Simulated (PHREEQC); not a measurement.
Consider water at 25 °C with 0.02 mol H2SO4, 0.069 mol CuSO4 and 0.036 mol MgCl2 per kg of water. Closed to the air; pH follows from the charge balance.

The numbers come from PHREEQC with the ion-association model, phreeqc.dat.

```tsv
quantity	before	after
pH	1.78	2.06
ionic strength (mol/kgw)	0.254	0.206
Cl- (mol/kgw)	0.0694	0.0559
Cu+2 (mol/kgw)	0.0437	0.0366
SO4-2 (mol/kgw)	0.0331	0.0232
CuSO4 (mol/kgw)	0.0227	0.0167
```

### Question
What was changed between the two runs?
(A) diluted 5-fold with water
(B) 0.0011 mol/kgw FeSO4 added
(C) CuSO4 from 0.069 to 0.138 mol/kgw
(D) temperature from 25 to 80 °C

### Answer
D, temperature from 25 to 80 °C

No solid was allowed to form. At this temperature some constants are extrapolated from 25 °C, and those without enthalpy data are left unchanged.
